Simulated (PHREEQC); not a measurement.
Nickel, zinc or cadmium bath: speciation

Dissolve 0.013 mol/kgw ZnSO4 and 0.00021 mol/kgw HCl at 25 °C. Closed to the air; pH follows from the charge balance.

All values are PHREEQC results (ion-association model, wateq4f.dat), not measurements.

| Item | Result |
|---|---|
| pH | 3.89 |
| ionic strength | 0.0337 mol/kgw |
| total alkalinity | -0.210 meq/kg |

```csv
species,molality,activity,log γ
Zn+2,0.00841,0.00446,-0.275
SO4-2,0.00806,0.00414,-0.289
ZnSO4,0.00430,0.00433,0.003
Zn(SO4)2-2,0.000288,0.000146,-0.296
Cl-,0.000208,0.000174,-0.077
H+,0.000149,0.000129,-0.061
HSO4-,6.16e-5,5.20e-5,-0.074
ZnCl+,2.48e-6,2.09e-6,-0.075
ZnOH+,4.49e-8,3.79e-8,-0.074
```

This is a speciation only: nothing precipitates in the calculation. Species that the database lacks are ignored.
